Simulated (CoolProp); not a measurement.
Vapour-liquid equilibrium of methanol (1) + dimethyl carbonate (2) at 0.185 MPa; x and y are mole fractions of (1).

Model: multi-fluid Helmholtz-energy mixture model, de Reuck 1993 and Zhou 2011; pair parameters Bell 2016, in CoolProp.

**Question.** Give the bubble temperature and the first vapour's composition at x = 0.275, 0.725, 0.8. Is there an azeotrope?

**Answer.** x = 0.275: 87.8 °C, y = 0.585; x = 0.725: 80.7 °C, y = 0.797; x = 0.8: 80.3 °C, y = 0.833. y crosses x between x = 0.875 and 0.95: the model has an azeotrope there.

Pair parameters are fitted to limited data, so mixtures are less certain than the pure fluids.
